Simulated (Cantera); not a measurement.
A closed system holds: 1 mol Si, 9.8 mol HCl, at 13.0 Pa.

Method: chemical equilibrium by Gibbs-energy minimisation in Cantera with the NASA 1993 tables (ideal gas, pure condensed phases). Candidate condensed phases: Si; 19 gas species. The tables' values for SiCl3, SiCl are old estimates; treat these amounts as uncertain. Rates play no part.

x: gas mole fraction; nothing condenses.

```csv
T (°C),x HCl,x H2,x SiCl4,x SiCl2,x SiCl3,x Cl,x H
702,0.660,0.227,0.113,6.54e-5,0.000511,1.31e-7,(withheld)
752,0.661,0.226,0.111,0.000387,0.00144,4.90e-7,(withheld)
802,0.664,0.222,0.107,0.00185,0.00354,1.64e-6,(withheld)
852,0.674,0.214,0.0976,0.00688,0.00739,5.04e-6,(withheld)
902,0.693,0.196,0.0793,0.0187,0.0123,1.47e-5,(withheld)
952,0.719,0.172,0.0555,0.0366,0.0160,4.08e-5,(withheld)
1002,0.745,0.148,0.0336,0.0555,0.0169,0.000106,(withheld)
1052,0.764,0.131,0.0181,0.0711,0.0154,0.000254,(withheld)
1102,0.777,0.119,0.00895,0.0819,0.0126,0.000560,(withheld)
1152,0.783,0.113,0.00425,0.0888,0.00980,0.00114,(withheld)
1202,0.786,0.109,0.00200,0.0931,0.00741,0.00219,(withheld)
1252,0.786,0.108,0.000958,0.0956,0.00555,0.00399,(withheld)
1302,0.783,0.107,0.000468,0.0972,0.00417,0.00692,(withheld)
1352,0.777,0.108,0.000234,0.0981,0.00314,0.0115,(withheld)
```

Q: What belongs in the gaps?

A: 
- 702, x H: 4.78e-8
- 752, x H: 1.81e-7
- 802, x H: 6.07e-7
- 852, x H: 1.80e-6
- 902, x H: 4.76e-6
- 952, x H: 1.13e-5
- 1002, x H: 2.49e-5
- 1052, x H: 5.18e-5
- 1102, x H: 0.000104
- 1152, x H: 0.000201
- 1202, x H: 0.000376
- 1252, x H: 0.000680
- 1302, x H: 0.00119
- 1352, x H: 0.00203
